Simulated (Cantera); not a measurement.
Charge: 1 mol PbO, 0.076 mol H2, held at 2.60 bar.

Cantera equilibrium calculation (NASA polynomials, part measured and part estimated; ideal gas, pure solids and liquids). Candidate condensed phases: H2O, Pb, PbO, PbO2, Pb3O4; 12 gas species. Each liquid is taken as pure. Mutual solubility and eutectic melting of coexisting phases are not modelled. Gases not in the tables: (PbO)n polymers. Rates play no part.

Which condensed phases are stable at each of these points (T (K)): 925, 975, 1025, 1075, 1125, 1175, 1225?


| T (K) | condensed phases | Pb condensed (%) |
|---|---|---|
| 925 | Pb(l) + PbO(yellow) | 100.0 |
| 975 | Pb(l) + PbO(yellow) | 100.0 |
| 1025 | Pb(l) + PbO(yellow) | 100.0 |
| 1075 | Pb(l) + PbO(yellow) | 100.0 |
| 1125 | Pb(l) + PbO(yellow) | 100.0 |
| 1175 | Pb(l) + PbO(l) | 100.0 |
| 1225 | Pb(l) + PbO(l) | 100.0 |

From 925 K to 1125 K the condensed part is Pb(l) + PbO(yellow). From 1175 K to 1225 K the condensed part is Pb(l) + PbO(l).
